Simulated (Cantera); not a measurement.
# Gas-phase reforming

An isothermal, constant-pressure homogeneous reactor starts with 51.5 % CH₄, 48.5 % H₂O, at 1773 K and 218 Torr.

Cantera simulation using GRI-Mech 3.0 (53 species, 325 reactions); the numbers are that mechanism's predictions, not measurements.

```json
[
 {"t (s)": "0.000400", "x CH₄": "0.476", "x H₂O": "0.477", "x CH₂CO": "6.09e-7", "x C₂H₂": "0.00169", "x C₂H₄": "0.00907", "x O": "7.36e-9", "x CO₂": "1.40e-7"},
 {"t (s)": "0.00139", "x CH₄": "0.340", "x H₂O": "0.435", "x CH₂CO": "4.28e-5", "x C₂H₂": "0.0385", "x C₂H₄": "0.0192", "x O": "5.65e-9", "x CO₂": "8.53e-6"},
 {"t (s)": "0.00480", "x CH₄": "0.183", "x H₂O": "0.375", "x CH₂CO": "0.000105", "x C₂H₂": "0.102", "x C₂H₄": "0.00445", "x O": "3.00e-9", "x CO₂": "0.000102"},
 {"t (s)": "0.0167", "x CH₄": "0.0736", "x H₂O": "0.326", "x CH₂CO": "0.000114", "x C₂H₂": "0.136", "x C₂H₄": "0.00115", "x O": "2.44e-9", "x CO₂": "0.000893"},
 {"t (s)": "0.0577", "x CH₄": "0.0299", "x H₂O": "0.271", "x CH₂CO": "9.02e-5", "x C₂H₂": "0.132", "x C₂H₄": "0.000676", "x O": "2.42e-9", "x CO₂": "0.00427"},
 {"t (s)": "0.200", "x CH₄": "0.0199", "x H₂O": "0.186", "x CH₂CO": "4.32e-5", "x C₂H₂": "0.0958", "x C₂H₄": "0.000509", "x O": "1.87e-9", "x CO₂": "0.00765"},
 {"t (s)": "0.693", "x CH₄": "0.0119", "x H₂O": "0.0971", "x CH₂CO": "1.24e-5", "x C₂H₂": "0.0540", "x C₂H₄": "0.000308", "x O": "1.16e-9", "x CO₂": "0.00629"},
 {"t (s)": "2.40", "x CH₄": "0.00552", "x H₂O": "0.0369", "x CH₂CO": "2.29e-6", "x C₂H₂": "0.0251", "x C₂H₄": "0.000149", "x O": "5.30e-10", "x CO₂": "0.00292"},
 {"t (s)": "8.33", "x CH₄": "0.00229", "x H₂O": "0.00920", "x CH₂CO": "3.27e-7", "x C₂H₂": "0.0116", "x C₂H₄": "7.02e-5", "x O": "1.48e-10", "x CO₂": "0.000785"},
 {"t (s)": "28.9", "x CH₄": "0.00122", "x H₂O": "0.000756", "x CH₂CO": "6.01e-8", "x C₂H₂": "0.00749", "x C₂H₄": "4.56e-5", "x O": "1.26e-11", "x CO₂": "6.60e-5"},
 {"t (s)": "100", "x CH₄": "0.00112", "x H₂O": "2.64e-6", "x CH₂CO": "4.35e-8", "x C₂H₂": "0.00713", "x C₂H₄": "4.35e-5", "x O": "<1e-12", "x CO₂": "2.31e-7"}
]
```
x: mole fraction; the columns are a selection and need not sum to one.

Equilibrium at this temperature and pressure: CH₄ 0.00112, H₂O 2.06e-6, CH₂CO 4.35e-8, C₂H₂ 0.00713, C₂H₄ 4.35e-5, O <1e-12, CO₂ 1.80e-7 (gas phase only).
